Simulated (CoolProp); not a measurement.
Vinyl chloride along the isobar 191 bar: density (kg/m³) from the reference equation and from simpler models built on Tc = 151.9 °C, pc = 56.00 bar, ω = 0.160; each cubic takes its own stable root.

Values from CoolProp's reference Helmholtz-energy equation of state, Thol 2022.

```tsv
T (°C)	phase	reference
9.85	liquid	958.1
19.75	liquid	942.5
29.65	liquid	926.8
39.55	liquid	911.1
49.45	liquid	895.1
59.35	liquid	879.0
69.25	liquid	862.7
79.15	liquid	846.1
89.05	liquid	829.2
99.05	liquid	811.7
```

Question: How far does each simpler model (van der Waals, Redlich-Kwong) lie from the reference over these 10 states: mean and median of the absolute difference, and the worst?

Answer: 
- van der Waals: mean 32.8 %, median 32.8 %, worst -34.4 % at 9.85 °C and 191 bar
- Redlich-Kwong: mean 7.2 %, median 7.1 %, worst -7.8 % at 99.05 °C and 191 bar
